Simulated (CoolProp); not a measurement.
Properties of CH3F (R41) along the isobar 22.7 MPa (Tc = 317.3 K, pc = 5.906 MPa, ω = 0.200).

The numbers come from the reference Helmholtz-energy equation of state, Lemmon 2006 in CoolProp. It is a short technical equation, of lower accuracy than the large ones.

```csv
T (K),phase,cp (kJ/(kg K)),cv (kJ/(kg K)),speed of sound (m/s)
245.2,liquid,2.049,1.200,980.1
251.7,liquid,2.064,1.195,949.7
258.3,liquid,2.082,1.191,919.0
264.8,liquid,2.101,1.189,___
271.3,liquid,2.122,1.187,858.7
277.9,liquid,2.147,1.186,828.2
284.4,liquid,2.173,1.186,798.5
290.9,liquid,2.201,1.187,768.9
297.5,liquid,2.232,1.189,739.2
304,liquid,2.265,1.192,___
310.5,liquid,___,1.196,681.8
317.1,liquid,2.340,1.200,653.3
323.6,supercritical,2.381,1.205,625.9
330.1,supercritical,2.424,1.211,599.2
336.7,supercritical,___,1.217,572.8
343.2,supercritical,___,1.224,547.9
```

Fill in the missing entries.


- 264.8, speed of sound (m/s): 888.8
- 304, speed of sound (m/s): 710.3
- 310.5, cp (kJ/(kg K)): 2.301
- 336.7, cp (kJ/(kg K)): 2.470
- 343.2, cp (kJ/(kg K)): 2.516
